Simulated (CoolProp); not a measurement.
C3F8 (R218) along the isotherm 224.9 K: density (kg/m³) from the reference equation and from simpler models built on Tc = 345.0 K, pc = 2.640 MPa, ω = 0.317; each cubic takes its own stable root.

Values from CoolProp's reference Helmholtz-energy equation of state, Lemmon 2006. It is a short technical equation, of lower accuracy than the large ones.

```csv
p (MPa),phase,reference,Soave-Redlich-Kwong,Peng-Robinson
0.088,liquid,1656,1571,1776
0.176,liquid,1656,1572,1776
0.264,liquid,1656,1572,1777
0.352,liquid,1657,1573,1777
0.44,liquid,1657,1574,1778
0.528,liquid,1657,1574,1778
0.616,liquid,1658,1575,1779
0.704,liquid,1658,1575,1780
0.792,liquid,1659,1576,1780
0.88,liquid,1659,1577,1781
0.968,liquid,1659,1577,1781
1.06,liquid,1660,1578,1782
1.14,liquid,1660,1578,1782
1.23,liquid,1660,1579,1783
1.32,liquid,1661,1579,1783
```
